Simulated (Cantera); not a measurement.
Feed: 1 mol AlCl3, 57 mol N2, at 2150 K and 1330 Pa.

Method: chemical equilibrium by Gibbs-energy minimisation in Cantera with the NASA 1993 tables (ideal gas, pure condensed phases). Candidate condensed phases: Al, AlCl3, AlN; 11 gas species. The tables' values for AlCl2 are old estimates; treat these amounts as uncertain. Rates play no part.

Base state: N2 0.956, Cl 0.0273, AlCl 0.0119, AlCl2 0.00341, AlCl3 0.00143, Al 1.03e-5 (mole fractions); condensed: gas only.

### Question
What changes in the equilibrium state with this change: temperature from 2150 K to 1698.15 K?

### Answer
| species | before | after |
|---|---|---|
| N2 | 0.956 | 0.981 |
| AlCl3 | 0.00143 | 0.0158 |
| Cl | 0.0273 | 0.00173 |
| AlCl | 0.0119 | 0.000312 |
| Al | 1.03e-5 | 2.11e-9 |
| AlCl2 | 0.00341 | 0.00110 |
